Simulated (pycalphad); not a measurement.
All values are pycalphad results on the COST 507 light-alloy database (1999) (1 atm), not direct measurements. These are 1990s assessments: newer ones move some temperatures and phases.

Molar enthalpy of Al-3.27Si-1.55Mn (at.%) in equilibrium (SER reference):

| T (°C) | H (kJ/mol) | phases |
|---|---|---|
| 1577 | 57.74 | liquid |
| 1497 | 55.19 | liquid |
| 1417 | 52.64 | liquid |
| 1337 | 50.09 | liquid |
| 1257 | 47.54 | liquid |
| 1177 | 44.99 | liquid |
| 1097 | 42.45 | liquid |
| 1017 | 39.91 | liquid |
| 937 | 37.36 | liquid |
| 857 | 34.83 | liquid |
| 777 | 32.29 | liquid |
| 737 | 31.02 | liquid |
| 697 | 29.53 | liquid + ALMNSI_ALPHA |
| 617 | 18.38 | fcc + liquid + ALMNSI_ALPHA |
| 537 | 12.53 | fcc + ALMNSI_ALPHA + diamond (Si) |
| 497 | 11.16 | fcc + ALMNSI_ALPHA + diamond (Si) |
| 457 | 9.85 | fcc + ALMNSI_ALPHA + diamond (Si) |
| 377 | 7.39 | fcc + ALMNSI_ALPHA + diamond (Si) |
| 297 | 5.08 | fcc + ALMNSI_ALPHA + diamond (Si) |

Cooling from 737 °C to 537 °C, across the freezing range, releases 18.5 kJ/mol, or 674 J/g. The slope is 32 J/(mol K) in the liquid and 34 J/(mol K) just below the solidus, where it includes any heat of precipitation. Liquidus 703 °C, solidus 576 °C. Changes were sought between steps of 40 K, so a narrower field can be missed.

Database names, with the compositions (at.%) that they take in these runs: ALMNSI_ALPHA: Al 70-72 Mn 17 Si 11-13.
